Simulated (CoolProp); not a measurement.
The numbers come from the reference Helmholtz-energy equation of state, Fiedler 2023 in CoolProp.

For tetrahydrofuran, give the phase and the cv (kJ/(kg K)), speed of sound (m/s) at 549.5 K and 14.1 kPa; 500.9 K and 56.6 kPa; 509.5 K and 83.7 kPa.


- 549.5 K and 14.1 kPa: gas; cv 1.90, speed of sound 259
- 500.9 K and 56.6 kPa: gas; cv 1.74, speed of sound 247
- 509.5 K and 83.7 kPa: gas; cv 1.77, speed of sound 249
